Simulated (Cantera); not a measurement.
Mixture: CH4 : O2 : N2 = 1 : 3.85 : 14.5 (molar parts), equivalence ratio 0.52, at 0.420 bar, adiabatic and at constant pressure. Ignition delay is the time to a rise of 400 K.

Detailed kinetics in Cantera: GRI-Mech 3.0 (53 species, 325 reactions).

Question: Predict: delay at 1198 K; delay at 1398 K; delay at 1598 K; delay at 1798 K; delay at 1998 K; apparent activation energy between 1798 and 1998 K.

Answer: 
```json
{
  "delay at 1198 K": "67.2 ms",
  "delay at 1398 K": "5.11 ms",
  "delay at 1598 K": "0.879 ms",
  "delay at 1798 K": "0.249 ms",
  "delay at 1998 K": "93.3 µs",
  "apparent activation energy between 1798 and 1998 K": "150 kJ/mol"
}
```
